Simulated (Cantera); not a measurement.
A Cantera script and what it prints.

```python
import numpy as np
import cantera as ct

gas_names = """
    C CN CO CO2 C2 CCN CNC C2N2 C2O C3 C3O2 C4 C4N2 C5 N NCO NO NO2 NO3 N2 N2O O O2 O3 Si SiC SiC2 SiN
    SiO SiO2 Si2 Si2C Si2N Si3
""".split()
cond_names = """
    C(gr) Si(cr) Si(L) SiC(b) SiO2(Lqz) SiO2(hqz) SiO2(L) Si2N2O(s) Si3N4(a)
""".split()


# ... load() reads the species with a 1 bar reference pressure and builds the phases ...
atoms = {
    'Si': {'Si': 1},
    'CO2': {'C': 1, 'O': 2},
    'N2': {'N': 2},
}
top_T = {'C(gr)': 4500, 'SiC(b)': 3050, 'Si2N2O(s)': 2100, 'Si3N4(a)': 2400}  # K; cautious upper limits of use, not melting points


# ... equilibrate(T, P, feed) seeds the gas with the atoms and calls Mixture.equilibrate('TP', solver="vcs", rtol=1e-11, max_steps=5000) ...
results = []
feed = {'Si': 1, 'CO2': 0.3, 'N2': 31}  # mol
T = 1998.15  # K
P = 0.13  # Pa
mix = equilibrate(T, P, feed)
results.append((T, P, feed, dict(zip(mix.species_names, mix.species_moles))))
x = sorted(zip(gas.X, gas.species_names), reverse=True)
print(f"T = {T:g} K  P = {P:g} Pa  gas = {mix.phase_moles(0):.4g} mol")
print("   x: " + "  ".join(f"{s} {v:.3e}" for v, s in x if v > 0.001))
print("   condensed (mol): " + ("  ".join(f"{mix.phase(i).name} {mix.phase_moles(i):.4g}"
      for i in range(1, mix.n_phases) if mix.phase_moles(i) > 1e-12) or "none"))
```

Result:

```
T = 1998.15 K  P = 0.13 Pa  gas = 32.3 mol
   x: N2 9.598e-01  Si 2.167e-02  SiO 9.288e-03  CO 9.288e-03
   condensed (mol): none
```

Cantera equilibrium calculation (NASA polynomials, part measured and part estimated; ideal gas, pure solids and liquids).
